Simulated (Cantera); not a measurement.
Feed: 1 mol (CH3)2SiCl2, 0.62 mol C3H8, 250 mol H2, held at 1875 K and 20.0 mbar.

Method: chemical equilibrium by Gibbs-energy minimisation in Cantera with the NASA 1993 tables (ideal gas, pure condensed phases). Candidate condensed phases: C, C6H6, C7H8, C8H18, Si, SiC; 109 gas species. The feed counts by its element totals alone. Equilibrium is a limit: real reactors are often held back by kinetics, nucleation or transport.

Base state: H2 0.987, HCl 0.00774, H 0.00461, C2H2 (acetylene) 0.000313, Cl 2.73e-5, Si 1.52e-5, CH4 1.18e-5 (mole fractions); condensed: C(graphite) + SiC(s).

Task: What changes in the equilibrium state with this change: (CH3)2SiCl2 replaced by Si(CH3)4?

Result: 
| species | before | after |
|---|---|---|
| H2 | 0.987 | 0.995 |
| H | 0.00461 | 0.00462 |
| C2H2 (acetylene) | 0.000313 | 0.000315 |
| HCl | 0.00774 | 0 |
| Cl | 2.73e-5 | 0 |
| Si | 1.52e-5 | 1.52e-5 |
| CH4 | 1.18e-5 | 1.20e-5 |
| C(graphite), mol | 2.70 | 4.70 |
| SiC(s), mol | 0.993 | 0.995 |
